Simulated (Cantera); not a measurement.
A freely propagating, adiabatic, planar premixed flame of H2 : O2 : N2 = 1 : 0.5 : 1.88 (molar parts), equivalence ratio 1.0, unburnt at 500 K and 1.00 atm; mixture-averaged transport, grid criteria slope 0.08 and curve 0.16, no radiation.

Cantera simulation using the H2/O2 subset of GRI-Mech 3.0, which has no nitrogen chemistry; the numbers are that mechanism's predictions, not measurements. Burning velocities carry a grid error of a few per cent, more on coarse grids.

x: mole fraction of selected species; z is measured from the peak of heat release.

```tsv
z (mm)	T (K)	u (m/s)	x H2	x O2	x H2O	x HO2	x H	x OH
-1.29	500	5.37	0.296	0.148	<1e-8	<1e-8	<1e-8	<1e-8
-0.861	500	5.37	0.296	0.148	<1e-8	<1e-8	<1e-8	<1e-8
-0.646	500	5.37	0.296	0.148	<1e-8	<1e-8	<1e-8	<1e-8
-0.431	500	5.37	0.296	0.148	6.95e-8	5.78e-8	<1e-8	<1e-8
-0.215	509	5.44	0.292	0.148	0.000257	0.000140	2.37e-5	1.30e-5
-0.108	729	7.58	0.258	0.145	0.0178	0.000262	0.00400	0.000909
0	1206	12.1	0.155	0.106	0.105	9.86e-5	0.0322	0.00338
0.108	1537	15.2	0.0681	0.0488	0.206	3.96e-5	0.0536	0.00984
0.215	1694	16.6	0.0491	0.0320	0.235	2.30e-5	0.0508	0.0135
0.431	1856	18.1	0.0456	0.0262	0.248	1.54e-5	0.0395	0.0162
0.861	2020	19.4	0.0427	___	0.261	___	___	0.0175
1.72	2174	20.7	0.0377	0.0181	0.276	6.66e-6	0.0177	0.0174
3.44	2305	21.7	0.0313	0.0143	0.290	4.28e-6	0.0105	0.0158
```

### Question
Some entries are withheld; supply them.

### Answer

- 0.861, x O2: 0.0221
- 0.861, x HO2: 1.04e-5
- 0.861, x H: 0.0276
